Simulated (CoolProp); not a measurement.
Vapour-liquid equilibrium of R142b (1) + R113 (2) at 924 kPa; x and y are mole fractions of (1).

Computed with CoolProp (multi-fluid Helmholtz-energy mixture model, Lemmon 2006 and Marx 1992; pair parameters Bell 2016).

| x | bubble temperature (K) | y at the bubble point | dew temperature at overall composition x (K) | liquid density (mol/L) |
|---|---|---|---|---|
| 0.05 | 400.8 | 0.152 | 405.9 | 6.898 |
| 0.2 | 382.1 | 0.478 | 398.3 | 7.420 |
| 0.35 | 368.2 | 0.670 | 390.0 | 7.898 |
| 0.5 | 357.9 | 0.789 | 380.7 | 8.357 |
| 0.65 | 349.8 | 0.870 | 369.8 | 8.820 |
| 0.8 | 343.1 | 0.932 | 356.8 | 9.307 |
| 0.95 | 337.2 | 0.984 | 341.1 | 9.840 |

No azeotrope shows between x = 0.05 and 0.95.

The pair parameters rest on a limited set of measurements; away from them the model extrapolates. The gap from Raoult's law changes sign with composition, which may be real or a fault of the pair parameters; it wasn't checked against measurements.
